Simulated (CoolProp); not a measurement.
Properties of R142b along the isotherm 154.45 °C (Tc = 137.1 °C, pc = 4.055 MPa, ω = 0.232).

Computed with CoolProp (reference Helmholtz-energy equation of state, Lemmon 2006). It is a short technical equation, of lower accuracy than the large ones.

```tsv
p (MPa)	phase	cv (kJ/(kg K))	speed of sound (m/s)	Joule-Thomson coefficient (K/MPa)	isothermal compressibility (1/MPa)	conductivity (mW/(m K))	Prandtl number
0.724	gas	0.9588	187.2	9.029	1.465	21.7	0.736
1.45	gas	0.9731	177.3	9.684	0.7880	22.3	0.764
2.17	gas	0.9902	166.5	10.46	0.5794	23.3	0.806
2.9	gas	1.012	154.1	11.42	0.4952	25.0	0.876
3.62	gas	1.040	140.2	12.54	0.4823	27.7	1.01
4.34	supercritical	1.080	124.6	13.58	0.5603	33.0	1.34
5.07	supercritical	1.134	112.1	12.02	0.8146	44.5	2.82
5.79	supercritical	1.107	137.2	6.112	0.2900	48.5	3.16
6.52	supercritical	1.081	174.8	3.563	0.1156	49.1	2.72
7.24	supercritical	1.068	204.3	2.496	0.06939	50.0	2.56
7.96	supercritical	1.060	228.4	1.907	0.04932	51.0	2.49
8.69	supercritical	1.055	249.4	1.525	0.03813	51.9	2.46
9.41	supercritical	1.051	267.5	1.260	0.03119	52.7	2.44
10.1	supercritical	1.048	283.2	1.070	0.02658	53.5	2.43
```

Viscosity comes from a separate model (Huber 2003), an estimate that may be off by 10 % or more. Thermal conductivity comes from a separate model (Huber 2003), an estimate that may be off by 10 % or more.
